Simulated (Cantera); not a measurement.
Feed: 1 mol Si, 0.016 mol H₂O, 98 mol N₂, held at 1798.15 K and 22.0 Pa.

Equilibrium computed with Cantera from the NASA thermochemical tables; the gas is ideal and each condensed phase is pure. Candidate condensed phases: H₂O, Si, SiO₂, Si₂N₂O, Si₃N₄; 35 gas species. The tables' values for SiN are old estimates; treat these amounts as uncertain. Equilibrium is a limit: real reactors are often held back by kinetics, nucleation or transport.

Base state: N₂ 0.990, Si 0.00964, H 0.000192, SiO 0.000162, Si₂N 7.00e-5, H₂ 6.51e-5, SiN 6.33e-5, Si₂ 3.97e-5 (mole fractions); condensed: gas only.

### Question
What changes in the equilibrium state with this change: Si replaced by Si₃N₄?

### Answer
```tsv
species	before	after
N₂	0.990	0.985
Si	0.00964	0.0141
H	0.000192	0.000188
Si₂N	7.00e-5	0.000148
Si₃	6.49e-6	2.01e-5
Si₂	3.97e-5	8.44e-5
Si(l), mol	0	1.50
```
